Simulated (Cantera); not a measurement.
An isothermal, constant-pressure homogeneous reactor starts with C2H6 : N2 = 1 : 43 (molar parts), at 1648 K and 13300 Pa. Integrator tolerance rtol = 1e-08.

Computed with Cantera and GRI-Mech 3.0 (53 species, 325 reactions). GRI-Mech 3.0 stops at C3 and has no aromatics, soot or wall deposition, so with more carbon than oxygen in the feed, carbon stays in small species such as C2H2 where larger ones or solid carbon would form.

Problem. What does this change do: pressure from 13300 Pa to 1400 Pa?

Solution. 
```
quantity                                             before                                    after
-----------------  ----------------------------------------  ---------------------------------------
x(C2H6) at 1.00 s  1.30e-7 (gas-phase equilibrium 3.26e-11)   1.23e-7 (gas-phase equilibrium <1e-12)
x(C2H2) at 1.00 s    0.0211 (gas-phase equilibrium 0.00428)   0.0208 (gas-phase equilibrium 0.00429)
x(CH4) at 1.00 s    0.00122 (gas-phase equilibrium 1.57e-5)  0.00174 (gas-phase equilibrium 1.65e-6)
x(CH3) at 1.00 s    2.76e-5 (gas-phase equilibrium 3.75e-7)  7.94e-5 (gas-phase equilibrium 1.22e-7)
x(H2) at 1.00 s       0.0416 (gas-phase equilibrium 0.0434)    0.0408 (gas-phase equilibrium 0.0434)
x(HCN) at 1.00 s     8.70e-6 (gas-phase equilibrium 0.0349)   1.99e-5 (gas-phase equilibrium 0.0349)
x(C2H) at 1.00 s    1.02e-7 (gas-phase equilibrium 2.18e-8)  2.05e-7 (gas-phase equilibrium 6.74e-8)
```
Radical loss at walls, strong at low pressure, is not modelled.

Problem. What does this change do: temperature 1648 to 1375 K?

Solution. 
| quantity | before | after |
|---|---|---|
| x(C2H6) at 1.00 s | 1.30e-7 (gas-phase equilibrium 3.26e-11) | 5.47e-7 (gas-phase equilibrium 5.03e-9) |
| x(C2H2) at 1.00 s | 0.0211 (gas-phase equilibrium 0.00428) | 0.0186 (gas-phase equilibrium 0.00569) |
| x(CH4) at 1.00 s | 0.00122 (gas-phase equilibrium 1.57e-5) | 0.00480 (gas-phase equilibrium 0.000330) |
| x(CH3) at 1.00 s | 2.76e-5 (gas-phase equilibrium 3.75e-7) | 3.64e-6 (gas-phase equilibrium 3.00e-7) |
| x(H2) at 1.00 s | 0.0416 (gas-phase equilibrium 0.0434) | 0.0357 (gas-phase equilibrium 0.0430) |
| x(HCN) at 1.00 s | 8.70e-6 (gas-phase equilibrium 0.0349) | 9.89e-8 (gas-phase equilibrium 0.0317) |
| x(C2H) at 1.00 s | 1.02e-7 (gas-phase equilibrium 2.18e-8) | 5.75e-10 (gas-phase equilibrium 2.09e-10) |
